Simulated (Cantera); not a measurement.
Input: 1 mol Ca(OH)2, 4.9 mol H2, 5.6 mol CO2, at 66.0 mbar.

Method: chemical equilibrium by Gibbs-energy minimisation in Cantera with the NASA 1993 tables (ideal gas, pure condensed phases). Candidate condensed phases: C, C6H6, C7H8, C8H18, Ca, CaCO3, CaO, Ca(OH)2, H2O; 115 gas species. Rates play no part. All values below are at 1325 K.

Base state: H2O 0.332, CO 0.245, CO2 0.242, H2 0.181 (mole fractions); condensed: CaO(s).

Task: What changes in the equilibrium state with this change: H2 from 4.9 to 0.9 mol?

Result: 
```tsv
species	before	after
CO2	0.242	0.646
H2O	0.332	0.234
CO	0.245	0.100
H2	0.181	0.0195
CaO(s), mol	1.00	1.00
```
